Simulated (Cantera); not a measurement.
Feed: 1 mol SiCl₄, 0.011 mol CH₄, a varied amount of H₂, held at 2048 K and 13.3 mbar.

Cantera equilibrium calculation (NASA polynomials, part measured and part estimated; ideal gas, pure solids and liquids). Candidate condensed phases: C, C₆H₆, C₇H₈, C₈H₁₈, Si, SiC; 109 gas species. Gases not in the tables: Si₂H₆ and higher silanes. Equilibrium is a limit: real reactors are often held back by kinetics, nucleation or transport.

**Question.** At 1700 mol H₂, list the 4 most abundant gas species with their mole fractions, and the condensed phases.

**Answer.** H₂ 0.978, H 0.0192, HCl 0.00229, Si 0.000525. Condensed: gas only.
